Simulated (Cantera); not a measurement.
Charge: 1 mol B2O3, 0.24 mol NH3.

Method: chemical equilibrium by Gibbs-energy minimisation in Cantera with the NASA 1993 tables (ideal gas, pure condensed phases). Candidate condensed phases: B, BN, B2O3, B3O3H3, H2O; 39 gas species. Equilibrium is a limit: real reactors are often held back by kinetics, nucleation or transport.

Stable condensed phases, one row left out:

```
T in °C \ P in Pa
             10     25     63    160    400   1000   2500   6300  16000  40000 100000
   2175       A      A      A      A      A      A      A      A      A      A      A
   2125       A      A      A      A      A      A      A      A      A      A      A
   2075       A      A      A      A      A      A      A      A      A      A      A
   1975       A      A      A      A      A      A      A      A      A      A      B
   1925       A      A      A      A      A      A      A      A      A      A      B
   1875       A      A      A      A      A      A      A      A      A      B      B
   1825       A      A      A      A      A      A      A      A      A      B      B
   1775       A      A      A      A      A      A      A      A      B      B      B
   1725       A      A      A      A      A      A      A      A      B      B      B
```

A: gas only; B: B2O3.

Problem. Give the row for 2025 °C.

Solution. 10: gas only; 25: gas only; 63: gas only; 160: gas only; 400: gas only; 1000: gas only; 2500: gas only; 6300: gas only; 16000: gas only; 40000: gas only; 100000: gas only.
